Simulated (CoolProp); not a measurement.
Hydrogen sulfide along the isobar 0.416 MPa: Z from the reference equation and from simpler models built on Tc = 100.0 °C, pc = 8.999 MPa, ω = 0.101; each cubic takes its own stable root.

Values from CoolProp's reference Helmholtz-energy equation of state, Lemmon 2006. It is a short technical equation, of lower accuracy than the large ones.

```tsv
T (°C)	phase	reference
-78.65	liquid	0.008935
-53.65	liquid	0.008284
-28.55	liquid	0.007823
-3.45	gas	0.9553
21.65	gas	0.9667
46.75	gas	0.9745
71.75	gas	0.9800
96.85	gas	0.9840
121.95	gas	0.9871
147.05	gas	0.9895
172.05	gas	0.9913
197.15	gas	0.9928
222.25	gas	0.9940
247.35	gas	0.9950
```

Task: How far does each simpler model (van der Waals, Redlich-Kwong, Soave-Redlich-Kwong, Peng-Robinson) lie from the reference over these 14 states: mean and median of the absolute difference, and the worst?

Result: 
- van der Waals: mean 1688.4 %, median 0.3 %, worst +12198.4 % at -28.55 °C and 0.416 MPa
- Redlich-Kwong: mean 858.0 %, median 0.1 %, worst +12004.1 % at -28.55 °C and 0.416 MPa
- Soave-Redlich-Kwong: mean 0.8 %, median 0.0 %, worst +3.5 % at -28.55 °C and 0.416 MPa
- Peng-Robinson: mean 1.9 %, median 0.2 %, worst -8.6 % at -53.65 °C and 0.416 MPa

At some of these states van der Waals, Redlich-Kwong gives the other phase, because its saturation line lies elsewhere.
